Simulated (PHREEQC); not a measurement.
A solution holds 1.6 mol KCl, 0.07 mol MgSO4 and 0.00023 mol H4SiO4 per kg of water, at 74 °C. Closed to the air; pH follows from the charge balance.

Model: Pitzer model, pitzer.dat, run in PHREEQC.

| quantity | before | after |
|---|---|---|
| pH | 6.21 | 6.06 |
| HSO4- (mol/kgw) | 1.59e-6 | 2.25e-6 |
| MgOH+ (mol/kgw) | 1.22e-6 | 8.62e-7 |
| H3SiO4- (mol/kgw) | 5.97e-7 | 2.11e-6 |
| SI of Arcanite (K2SO4) | -1.15 | -1.15 |
| SI of SiO2(a) (SiO2) | -1.25 | -0.55 |

Problem. Name the change that produced these shifts.
A) H4SiO4 from 0.00023 to 0.00115 mol/kgw
B) temperature from 74 to 65 °C
C) temperature from 74 to 25 °C

Solution. A, H4SiO4 from 0.00023 to 0.00115 mol/kgw

No solid was allowed to form. In brines, pH and single-ion activities rest on the MacInnes convention. Away from 25 °C the constants follow the database's enthalpies or fits; those with neither stay at their 25 °C values.
